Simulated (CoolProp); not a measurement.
A closed Brayton cycle with carbon dioxide: compressor inlet 319.15 K and 7.9 MPa, high pressure 18.4 MPa, turbine inlet 950 K, compressor efficiency 0.85, turbine efficiency 0.85, recuperator effectiveness 0 (on enthalpy, no pinch check). Each further row changes one setting.

Model: reference Helmholtz-energy equation of state, Span 1996, in CoolProp.

```
case                           thermal efficiency (%)  net work (kJ/kg)  compressor to turbine work  compressor exit (K)  turbine exit (K)
-----------------------------  ----------------------  ----------------  --------------------------  -------------------  ----------------
as stated                                        11.5              83.6                        0.32                387.6             845.2
turbine inlet 900 K                              11.5              76.6                         [?]                387.6             798.8
compressor inlet 329.15 K                        11.1              77.6                        0.37                403.4             845.2
high pressure 15.6 MPa                            9.4               [?]                        0.31                373.9             865.1
recuperator effectiveness 0.5                     [?]              83.6                        0.32                387.6             845.2
```

**Question.** Fill in the missing entries.

**Answer.** 
- turbine inlet 900 K, compressor to turbine work: 0.34
- high pressure 15.6 MPa, net work (kJ/kg): 69.5
- recuperator effectiveness 0.5, thermal efficiency (%): 18.1
